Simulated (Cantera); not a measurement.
# Halide evaporation, hydrolysis and transport: MgF2 + O2 + N2

Charge: 1 mol MgF2, 0.11 mol O2, 0.42 mol N2, equilibrated at 1927 °C and 1.90 Pa.

Method: chemical equilibrium by Gibbs-energy minimisation in Cantera with the NASA 1993 tables (ideal gas, pure condensed phases). Candidate condensed phases: Mg, MgF2, MgO; 24 gas species. Equilibrium is a limit: real reactors are often held back by kinetics, nucleation or transport.

| Item | Result |
|---|---|
| x(MgF2) | 0.506 |
| x(N2) | 0.238 |
| x(F) | 0.0855 |
| x(O) | 0.0854 |
| x(MgF) | 0.0421 |
| x(Mg) | 0.0216 |
| x(O2) | 0.0189 |
| x(NO) | 0.00209 |
| x(MgO) | 4.11e-5 |
| gas amount | 1.755 mol |
| log10 activity of MgF2(l) (absent) | -4.14 |
| log10 activity of Mg(l) (absent) | -8.18 |
